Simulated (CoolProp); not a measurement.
The fluid at 298.15 K and 0.307 MPa flows at 2.2 m/s in a round tube of 10 mm bore and 0.25 µm roughness, fully developed (64/Re and Nu = 3.66 if laminar; Colebrook and Gnielinski if turbulent). The same conditions are run with several fluids, on thermodynamics alone (safety and materials aside).

Computed with CoolProp (reference Helmholtz-energy equation of state of each fluid (sulfur hexafluoride: Guder 2009; dry air: Lemmon 2000; R13: Platzer 1990; C3F8 (R218): Lemmon 2006; carbon dioxide: Span 1996)). The equations of Platzer and Polt are older, rougher fits. Blends and air are pseudo-pure fits.

| fluid | Reynolds number | Darcy friction factor | pressure drop (Pa/m) | heat-transfer coefficient (W/(m² K)) | mass flow (kg/h) |
|---|---|---|---|---|---|
| sulfur hexafluoride | [?] | 0.0241 | 109 | 90.4 | 11.7 |
| dry air | 4280 | 0.0392 | 34.0 | 36.6 | 2.23 |
| R13 | 20400 | 0.0258 | [?] | 67.2 | [?] |
| C3F8 (R218) | 45000 | 0.0215 | 130 | 130 | 15.5 |
| carbon dioxide | 8150 | 0.0327 | 43.7 | [?] | 3.44 |

**Question.** Fill in the missing entries.

**Answer.** 
- sulfur hexafluoride, Reynolds number: 27000
- R13, pressure drop (Pa/m): 83.2
- R13, mass flow (kg/h): 8.28
- carbon dioxide, heat-transfer coefficient (W/(m² K)): 43.3

Transport values come from each fluid's own correlations; those of R13, C3F8 (R218) are estimates that may be off by 10 % or more.
